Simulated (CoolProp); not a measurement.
Vapour-liquid equilibrium of acetone (1) + methanol (2) at 307.3 K; x and y are mole fractions of (1).

The numbers come from the multi-fluid Helmholtz-energy mixture model, Lemmon 2006 and de Reuck 1993; pair parameters Bell 2016 in CoolProp.

```csv
x,"bubble pressure, mixture model (kPa)","bubble pressure, Raoult's law (kPa)","y, mixture model","y, Raoult's law"
0.05,29.77,27.80,?,0.081
0.2,35.84,30.51,0.374,0.295
0.35,39.61,33.22,?,0.474
0.5,?,35.93,0.613,0.626
0.65,43.95,38.64,0.711,0.756
0.8,?,41.35,0.817,0.870
0.95,45.19,44.06,0.947,0.969
```

**Question.** Some entries are withheld; supply them.

**Answer.** 
- 0.05, y, mixture model: 0.137
- 0.35, y, mixture model: 0.510
- 0.5, bubble pressure, mixture model (kPa): 42.17
- 0.8, bubble pressure, mixture model (kPa): 45.02

The largest gap from Raoult's law is +19.2 % in bubble pressure, at x = 0.35. y crosses x between x = 0.8 and 0.95: the model has an azeotrope there.

The pair parameters rest on a limited set of measurements; away from them the model extrapolates.
